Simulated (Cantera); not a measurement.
A Cantera script and what it prints.

```python
import numpy as np
import cantera as ct

gas_names = """
    B BH BH2 BH3 BN B2 H H2 N NH NH2 NH3 N2 N2H2 N2H4
""".split()
cond_names = """
    B(b) B(L) BN(s)
""".split()


# ... load() reads the species with a 1 bar reference pressure and builds the phases ...
atoms = {
    'B': {'B': 1},
    'NH3': {'N': 1, 'H': 3},
    'H2': {'H': 2},
}
top_T = {'BN(s)': 3200}  # K; cautious upper limits of use, not melting points


# ... equilibrate(T, P, feed) seeds the gas with the atoms and calls Mixture.equilibrate('TP', solver="vcs", rtol=1e-11, max_steps=5000) ...
results = []
feed = {'B': 1, 'NH3': 0.25, 'H2': 0.68}  # mol
P = 37  # Pa
for T in [750, 950, 1150, 1350, 1550, 1750, 1950, 2150, 2350]:
    mix = equilibrate(T, P, feed)
    results.append((T, P, feed, dict(zip(mix.species_names, mix.species_moles))))

top = {s: max(r[3][s] / sum(r[3][g] for g in gas_names) for r in results) for s in gas_names}
cols = sorted((s for s in top if top[s] > 0.0001), key=lambda s: -top[s])[:9]
seen = [c for c in cond_names if any(r[3].get(c, 0) > 1e-12 for r in results)]
print("log10 of partial pressures in bar; condensed amounts in mol")
print(f"{'T/K':>10s}" + "".join(f"{s[:9]:>10s}" for s in cols + seen))
for T, P, feed, n in results:
    ng = sum(n[g] for g in gas_names)
    print(f"{T:10.4g}" + "".join(f"{np.log10(max(n[s] / ng * P / 1e5, 1e-99)):10.3f}" for s in cols)
          + "".join(f"{n.get(c, 0):10.4g}" for c in seen))
```

It prints:

```
log10 of partial pressures in bar; condensed amounts in mol
       T/K        H2         H        N2         B       BH2        BH        BN      B(b)      B(L)     BN(s)
       750    -3.432   -14.216   -25.754   -31.210   -15.257   -27.303   -40.315      0.75         0      0.25
       950    -3.432   -10.971   -18.373   -22.988   -12.370   -20.843   -29.650      0.75         0      0.25
      1150    -3.432    -8.843   -13.569   -17.633   -10.498   -16.642   -22.712      0.75         0      0.25
      1350    -3.432    -7.339   -10.198   -13.872    -9.187   -13.696   -17.842      0.75         0      0.25
      1550    -3.433    -6.218    -7.703   -11.087    -8.220   -11.519   -14.241    0.7501         0    0.2499
      1750    -3.439    -5.353    -5.784    -8.945    -7.484    -9.849   -11.472    0.7594         0    0.2405
      1950    -3.507    -4.694    -4.419    -7.246    -6.964    -8.557    -9.357    0.9994         0         0
      2150    -3.578    -4.164    -4.451    -5.868    -6.560    -7.520    -8.212    0.9941         0         0
      2350    -3.788    -3.798    -4.541    -4.728    -6.379    -6.738    -7.298         0    0.9159         0
```

Cantera equilibrium calculation (NASA polynomials, part measured and part estimated; ideal gas, pure solids and liquids). Mutual solubility and eutectic melting of coexisting phases are not modelled. The tables' values for BH2 are old estimates; treat these amounts as uncertain.
